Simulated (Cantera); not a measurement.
What does this Cantera script print?

```python
import numpy as np
import cantera as ct

surf = ct.Interface("ptcombust.yaml", "Pt_surf")
gas = surf.adjacent["gas"]
gas.TPX = 300, 12000, {'CH4': 0.088, 'O2': 0.091, 'N2': 0.79}
jet = ct.ImpingingJet(gas=gas, width=0.077, surface=surf)
jet.inlet.mdot, jet.inlet.T, jet.inlet.X = 0.02, 300, {'CH4': 0.088, 'O2': 0.091, 'N2': 0.79}
jet.set_refine_criteria(ratio=10, slope=0.2, curve=0.3)
show, cover = ['CH4', 'O2', 'H2O', 'OH', 'CO', 'CO2'], ["PT(S)", "H(S)", "O(S)", "OH(S)", "CO(S)", "C(S)"]

rows = []
print(f"{'Ts/K':>7s}" + "".join(f"{s:>11s}" for s in show + cover) + "   (gas at the wall, coverages)")
for i, Ts in enumerate([950, 1000, 1050, 1100, 1150, 1200, 1250]):
    jet.surface.T = Ts
    if i == 0:
        surf.TP = Ts, 12000
        surf.coverages = "PT(S):0.5, O(S):0.5"
        surf.advance_coverages(1.0)
        jet.set_initial_guess(products="inlet")
    jet.solve(loglevel=0, auto=(i == 0))
    rows.append([*(jet.X[gas.species_index(s), -1] for s in show), *surf[cover].coverages])
    print(f"{Ts:7g}" + "".join(f"{x:11.3e}" for x in rows[-1]))
```

Result:

```
   Ts/K        CH4         O2        H2O         OH         CO        CO2      PT(S)       H(S)       O(S)      OH(S)      CO(S)       C(S)   (gas at the wall, coverages)
    950  2.468e-02  6.585e-03  8.890e-02  3.169e-11  6.858e-02  4.612e-05  2.669e-01  2.159e-03  8.131e-08  5.284e-07  7.979e-02  6.511e-01
   1000  9.661e-03  2.621e-03  8.114e-02  1.039e-10  8.362e-02  1.659e-04  4.457e-01  3.233e-03  1.023e-07  8.206e-07  1.193e-01  4.317e-01
   1050  3.430e-03  1.047e-03  7.734e-02  4.651e-10  8.848e-02  1.443e-03  7.378e-01  3.780e-03  3.623e-07  1.856e-06  1.645e-01  9.400e-02
   1100  2.531e-03  8.191e-04  7.460e-02  1.647e-09  8.681e-02  4.348e-03  8.588e-01  3.480e-03  9.461e-07  2.776e-06  1.111e-01  2.656e-02
   1150  2.217e-03  7.447e-04  7.095e-02  5.015e-09  8.294e-02  9.038e-03  9.217e-01  3.113e-03  2.020e-06  3.580e-06  6.587e-02  9.291e-03
   1200  2.096e-03  7.232e-04  6.649e-02  1.347e-08  7.758e-02  1.509e-02  9.558e-01  2.781e-03  3.759e-06  4.237e-06  3.754e-02  3.833e-03
   1250  2.035e-03  7.153e-04  6.171e-02  3.237e-08  7.108e-02  2.209e-02  9.746e-01  2.491e-03  6.391e-06  4.770e-06  2.118e-02  1.745e-03
```

Computed with Cantera and Deutschmann's 1995 Pt surface mechanism with GRI-Mech 3.0 gas chemistry. Catalytic surfaces can have several steady states; this one follows from the mechanism file's or the stated starting coverage.
